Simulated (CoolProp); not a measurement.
R227EA at 433.53 K and 0.404 MPa is throttled through a valve to 0.0317 MPa with no heat exchange. Each further row changes one setting.

Values from CoolProp's reference Helmholtz-energy equation of state, Lemmon 2016.

```
case                         temperature change (K)  final density (kg/m³)
---------------------------  ----------------------  ---------------------
as stated                                      -2.1                      ?
outlet pressure 0.00951 MPa                    -2.2                      ?
outlet pressure 0.0412 MPa                     -2.1                      ?
```

**Question.** What belongs in the gaps?

**Answer.** 
- as stated, final density (kg/m³): 1.51
- outlet pressure 0.00951 MPa, final density (kg/m³): 0.451
- outlet pressure 0.0412 MPa, final density (kg/m³): 1.96
